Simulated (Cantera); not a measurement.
A perfectly stirred reactor is fed with 25.4 % H₂, 29.9 % O₂, 44.8 % N₂, at 390 Torr; it is held at 1400 K, and followed from long to short residence time.

Computed with Cantera and the H2/O2 subset of GRI-Mech 3.0, which has no nitrogen chemistry. The temperature is held fixed by assumption; the heat of reaction is taken as removed at once.

Q: Predict: x(H₂) at τ = 1.20 s; x(O₂) at τ = 1.20 s; x(OH) at τ = 1.20 s; x(H₂O) at τ = 1.20 s; x(H) at τ = 1.20 s; x(H₂) at τ = 18.0 ms; x(O₂) at τ = 18.0 ms; x(OH) at τ = 18.0 ms; x(H₂O) at τ = 18.0 ms; x(H) at τ = 18.0 ms.

A: 
- x(H₂) at τ = 1.20 s: 6.11e-5
- x(O₂) at τ = 1.20 s: 0.196
- x(OH) at τ = 1.20 s: 0.000413
- x(H₂O) at τ = 1.20 s: 0.290
- x(H) at τ = 1.20 s: 1.78e-6
- x(H₂) at τ = 18.0 ms: 0.000977
- x(O₂) at τ = 18.0 ms: 0.196
- x(OH) at τ = 18.0 ms: 0.00168
- x(H₂O) at τ = 18.0 ms: 0.288
- x(H) at τ = 18.0 ms: 0.000124
